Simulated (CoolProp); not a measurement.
Values from CoolProp's reference Helmholtz-energy equation of state, McLinden 2015.

### Question
Give the vapour pressure (bar), liquid density (kg/m³), vapour density (kg/m³), enthalpy of vaporisation (kJ/kg) of saturated the fluoroketone C6F12O (FK-5-1-12) at 76.85 °C.

### Answer
```tsv
T (°C)	p (bar)	liquid density (kg/m³)	vapour density (kg/m³)	enthalpy of vaporisation (kJ/kg)
76.85	2.43	1430	29.9	79.1
```
